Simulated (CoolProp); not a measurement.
Vapour-liquid equilibrium of cyclopropane (1) + R134a (2) at 316.2 K; x and y are mole fractions of (1).

The numbers come from the multi-fluid Helmholtz-energy mixture model, Polt 1992 and Tillner-Roth 1994; pair parameters Bell 2016 in CoolProp. This equation is an older, rougher fit; its heat capacities, sound speeds and derivatives of the liquid may be far off and weren't checked against measurements.

```json
[
 {"x": "0.05", "bubble pressure (bar)": "11.84", "y at the bubble point": "0.098", "dew pressure at overall composition x (bar)": "11.43", "liquid density (mol/L)": "11.14"},
 {"x": "0.15", "bubble pressure (bar)": "13.12", "y at the bubble point": "0.243", "dew pressure at overall composition x (bar)": "12.29", "liquid density (mol/L)": "11.23"},
 {"x": "0.25", "bubble pressure (bar)": "14.00", "y at the bubble point": "0.345", "dew pressure at overall composition x (bar)": "13.18", "liquid density (mol/L)": "11.34"},
 {"x": "0.35", "bubble pressure (bar)": "14.54", "y at the bubble point": "0.423", "dew pressure at overall composition x (bar)": "14.03", "liquid density (mol/L)": "11.50"},
 {"x": "0.45", "bubble pressure (bar)": "14.83", "y at the bubble point": "0.487", "dew pressure at overall composition x (bar)": "14.69", "liquid density (mol/L)": "11.71"},
 {"x": "0.55", "bubble pressure (bar)": "14.91", "y at the bubble point": "0.545", "dew pressure at overall composition x (bar)": "14.91", "liquid density (mol/L)": "11.99"},
 {"x": "0.65", "bubble pressure (bar)": "14.78", "y at the bubble point": "0.602", "dew pressure at overall composition x (bar)": "14.54", "liquid density (mol/L)": "12.33"},
 {"x": "0.75", "bubble pressure (bar)": "14.42", "y at the bubble point": "0.669", "dew pressure at overall composition x (bar)": "13.76", "liquid density (mol/L)": "12.73"},
 {"x": "0.85", "bubble pressure (bar)": "13.71", "y at the bubble point": "0.756", "dew pressure at overall composition x (bar)": "12.83", "liquid density (mol/L)": "13.20"},
 {"x": "0.95", "bubble pressure (bar)": "12.42", "y at the bubble point": "0.894", "dew pressure at overall composition x (bar)": "11.90", "liquid density (mol/L)": "13.73"}
]
```

y crosses x between x = 0.45 and 0.55: the model has an azeotrope there.

Pair parameters are fitted to limited data, so mixtures are less certain than the pure fluids.
